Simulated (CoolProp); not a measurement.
Saturation properties of methanol (Tc = 240.2 °C, pc = 82.16 bar, ω = 0.565).

Model: reference Helmholtz-energy equation of state, de Reuck 1993, in CoolProp.

```json
[
 {"T (°C)": "-0.25", "p (bar)": "0.03993", "vapour Z": "[?]", "surface tension (mN/m)": "24.3"},
 {"T (°C)": "15.45", "p (bar)": "0.1015", "vapour Z": "0.9803", "surface tension (mN/m)": "22.9"},
 {"T (°C)": "31.05", "p (bar)": "0.2309", "vapour Z": "0.9723", "surface tension (mN/m)": "21.6"},
 {"T (°C)": "46.75", "p (bar)": "0.4828", "vapour Z": "0.9621", "surface tension (mN/m)": "20.3"},
 {"T (°C)": "62.35", "p (bar)": "0.9311", "vapour Z": "0.9494", "surface tension (mN/m)": "19.0"},
 {"T (°C)": "78.05", "p (bar)": "1.689", "vapour Z": "0.9332", "surface tension (mN/m)": "17.6"},
 {"T (°C)": "93.75", "p (bar)": "2.895", "vapour Z": "0.9131", "surface tension (mN/m)": "16.2"},
 {"T (°C)": "109.35", "p (bar)": "4.710", "vapour Z": "0.8883", "surface tension (mN/m)": "[?]"},
 {"T (°C)": "125.05", "p (bar)": "7.369", "vapour Z": "0.8574", "surface tension (mN/m)": "[?]"},
 {"T (°C)": "140.65", "p (bar)": "11.08", "vapour Z": "0.8198", "surface tension (mN/m)": "11.5"},
 {"T (°C)": "156.35", "p (bar)": "16.18", "vapour Z": "0.7742", "surface tension (mN/m)": "9.72"},
 {"T (°C)": "172.05", "p (bar)": "22.97", "vapour Z": "0.7226", "surface tension (mN/m)": "7.89"},
 {"T (°C)": "187.65", "p (bar)": "31.72", "vapour Z": "0.6711", "surface tension (mN/m)": "6.01"}
]
```

Task: Fill in the missing entries.

Result: 
- -0.25, vapour Z: 0.9866
- 109.35, surface tension (mN/m): 14.7
- 125.05, surface tension (mN/m): 13.1

It boils at 64.5 °C under 1 atm.

Surface tension comes from a separate correlation (Mulero 2012).
